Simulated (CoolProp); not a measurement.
Model: reference Helmholtz-energy equation of state, Thol 2016, in CoolProp.

### Question
Give the vapour pressure (bar), vapour density (kg/m³), enthalpy of vaporisation (kJ/kg), liquid cp (kJ/(kg K)) of saturated hexamethyldisiloxane (MM) at 144.45 °C.

### Answer
```json
[
 {"T (°C)": "144.45", "p (bar)": "3.10", "vapour density (kg/m³)": "16.9", "enthalpy of vaporisation (kJ/kg)": "167", "liquid cp (kJ/(kg K))": "2.26"}
]
```
